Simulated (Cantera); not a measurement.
Cantera with NASA thermochemical tables; ideal gases at 1 bar, condensed phases pure. Values are per mole of reaction as written; species without (g) are pure solids or liquids, kept so even where they would boil at 1 bar.

Question: Between 300 and 1098 K, where is each reaction favourable under standard conditions?
- 4 FeCl₃(g) + C → CCl₄(g) + 4 FeCl₂
- 2 FeCl₃(g) + Fe → 3 FeCl₂

Answer: 
- 4 FeCl₃(g) + C → CCl₄(g) + 4 FeCl₂: ΔG° is -270 kJ at 300 K and 129 kJ at 1098 K; it changes sign between 698 and 798 K. ΔH° is -197 kJ and ΔS° -297 J/K at 1098 K.
- 2 FeCl₃(g) + Fe → 3 FeCl₂: ΔG° is -411 kJ at 300 K and -175 kJ at 1098 K; it stays negative (K > 1). ΔH° is -344 kJ and ΔS° -153 J/K at 1098 K.
